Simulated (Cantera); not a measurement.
An isothermal, constant-pressure homogeneous reactor starts with 1.08 % CO, 0.569 % O₂, 0.226 % H₂O, 98.1 % N₂, at 1273 K and 0.730 bar.

Detailed kinetics in Cantera: GRI-Mech 3.0 (53 species, 325 reactions).

One state of this run: x CO = 7.54e-7; x O₂ = 0.000295; x H₂O = 0.00227; x H₂ = 8.76e-8; x H₂O₂ = 1.49e-11; x NO₂ = 4.35e-9; x H = 2.55e-9. x: mole fraction; the columns are a selection and need not sum to one.

Question: Which value of t (s) does it belong to?
A) 10.0
B) 0.00316
C) 1.00
D) 1.00e-6

Answer: A, 10.0
